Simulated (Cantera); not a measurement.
Input: 1 mol Ti(OiPr)4, 2.6 mol CH4, 42 mol H2, equilibrated at 1077 °C and 760 Pa.

Equilibrium computed with Cantera from the NASA thermochemical tables; the gas is ideal and each condensed phase is pure. Candidate condensed phases: C, C6H6, C7H8, C8H18, H2O, Ti, TiC, TiO, TiO2, Ti2O3, Ti3O5, Ti4O7; 113 gas species. The feed counts by its element totals alone. TiC: taken at fixed stoichiometry. Equilibrium is a limit: real reactors are often held back by kinetics, nucleation or transport.

Base state: H2 0.939, CO 0.0613, CH4 3.86e-5, H 2.65e-5 (mole fractions); condensed: C(graphite) + TiC(s).

What changes in the equilibrium state with this change: temperature from 1077 °C to 802 °C?


```
species            before     after
----------------  -------  --------
H2                  0.939     0.964
CO                 0.0613    0.0354
CH4               3.86e-5  0.000319
H                 2.65e-5   1.65e-7
H2O               2.51e-6   3.28e-5
C(graphite), mol     9.60      12.3
TiC(s), mol          1.00         0
Ti4O7(s), mol           0     0.250
```
Condensed phases not in the tables: Magnéli phases beyond Ti4O7.

What changes in the equilibrium state with this change: temperature from 1077 °C to 1550 °C?


```
species            before     after
----------------  -------  --------
H2                  0.939     0.934
CO                 0.0613    0.0612
H                 2.65e-5   0.00481
C2H2 (acetylene)  1.16e-6  0.000198
CH4               3.86e-5   4.73e-6
C(graphite), mol     9.60      9.57
TiC(s), mol          1.00      1.00
```
